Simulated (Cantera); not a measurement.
Cantera run:

```python
import numpy as np
import cantera as ct

gas_names = [...]  # 95 gases of nasa_gas.yaml made of C, F, H
cond_names = """
    C(gr) C6H6(L) C7H8(L) C8H18(L),n-octa
""".split()


# ... load() reads the species with a 1 bar reference pressure and builds the phases ...
atoms = {
    'CH2F2': {'C': 1, 'H': 2, 'F': 2},
    'CH4': {'C': 1, 'H': 4},
    'H2': {'H': 2},
}
top_T = {'C(gr)': 4500}  # K; cautious upper limits of use, not melting points


# ... equilibrate(T, P, feed) seeds the gas with the atoms and calls Mixture.equilibrate('TP', solver="vcs", rtol=1e-11, max_steps=5000) ...
results = []
feed = {'CH2F2': 1, 'CH4': 0.2, 'H2': 2.7}  # mol
T = 900  # K
P = 133.322  # Pa
mix = equilibrate(T, P, feed)
results.append((T, P, feed, dict(zip(mix.species_names, mix.species_moles))))
print(gas.report(threshold=1e-06))
for i in range(1, mix.n_phases):
    print(f"{mix.phase(i).name:16s} {mix.phase_moles(i):12.5e} mol")
```

It prints:

```
       temperature   900 K
          pressure   133.32 Pa
           density   0.00016167 kg/m^3
  mean mol. weight   9.0743 kg/kmol
   phase of matter   gas

                          1 kg             1 kmol
                     ---------------   ---------------
          enthalpy       -9.8348e+06       -8.9244e+07  J
   internal energy       -1.0659e+07       -9.6727e+07  J
           entropy             26513        2.4059e+05  J/K
    Gibbs function       -3.3696e+07       -3.0577e+08  J
 heat capacity c_p            3297.2             29920  J/K
 heat capacity c_v              2381             21606  J/K

                      mass frac. Y      mole frac. X     chem. pot. / RT
                     ---------------   ---------------   ---------------
               CH4        0.00027158        0.00015361           -50.116
                HF           0.86473           0.39222           -66.411
                H2           0.13499           0.60763           -24.368
     [  +92 minor]        5.3641e-08        1.4672e-08

C(gr)             1.19922e+00 mol
```

Cantera equilibrium calculation (NASA polynomials, part measured and part estimated; ideal gas, pure solids and liquids).
